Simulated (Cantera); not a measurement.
A closed system holds: 1 mol Si, 0.62 mol HCl, 8.6 mol H2, equilibrated at 370000 Pa.

Equilibrium computed with Cantera from the NASA thermochemical tables; the gas is ideal and each condensed phase is pure. Candidate condensed phases: Si; 19 gas species. The tables' values for SiCl3 are old estimates; treat these amounts as uncertain. Kinetics and transport are ignored. All values below are at 850 K.

Base state: H2 0.978, SiHCl3 0.0118, SiCl4 0.00722, SiH2Cl2 0.00169, HCl 0.000995, SiH3Cl 5.75e-5, SiCl3 1.11e-5 (mole fractions); condensed: Si(s).

Q: What changes in the equilibrium state with this change: HCl from 0.62 to 1.5 mol?

A: 
```
species      before    after
----------  -------  -------
H2            0.978    0.953
SiHCl3       0.0118   0.0241
SiCl4       0.00722   0.0191
SiCl3       1.11e-5  2.30e-5
SiH2Cl2     0.00169  0.00267
Si(s), mol    0.813    0.556
```
